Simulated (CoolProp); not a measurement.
The numbers come from the reference Helmholtz-energy equation of state, Zhou 2012 in CoolProp.

Question: Give the vapour pressure (bar), vapour density (kg/m³), liquid cp (kJ/(kg K)) of saturated m-xylene at 358.4 K.

Answer: 
| T (K) | p (bar) | vapour density (kg/m³) | liquid cp (kJ/(kg K)) |
|---|---|---|---|
| 358.4 | 0.184 | 0.666 | 1.92 |
